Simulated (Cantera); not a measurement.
A Cantera script and its output.

```python
import numpy as np
import cantera as ct

gas = ct.Solution("gri30.yaml")


def delay(T, t_max=10):
    gas.TPX = T, 2200000, {'CH4': 1, 'C2H6': 0.19, 'O2': 5.33, 'N2': 20}
    reactor = ct.IdealGasReactor(gas, clone=False)
    net = ct.ReactorNet([reactor])
    net.rtol, net.atol = 1e-8, 1e-16
    while net.time < t_max:
        t_old, T_old = net.time, reactor.T
        net.step()
        if reactor.T > T + 400:  # ignition: a rise of 400 K
            return t_old + (T + 400 - T_old) / (reactor.T - T_old) * (net.time - t_old)
    return np.nan


taus = []
for T in [1298, 1373, 1448, 1523, 1598, 1673, 1748]:
    taus.append(delay(T))
    print(f"T0 = {T:6g} K   tau = {taus[-1]:.4e} s")
```

Output:

```
T0 =   1298 K   tau = 1.5559e-04 s
T0 =   1373 K   tau = 6.6146e-05 s
T0 =   1448 K   tau = 3.1602e-05 s
T0 =   1523 K   tau = 1.6607e-05 s
T0 =   1598 K   tau = 9.3945e-06 s
T0 =   1673 K   tau = 5.6302e-06 s
T0 =   1748 K   tau = 3.5399e-06 s
```

Model: GRI-Mech 3.0 (53 species, 325 reactions), integrated in Cantera. The pressure lies above the range GRI-Mech 3.0 was tuned for (to about 10 atm).
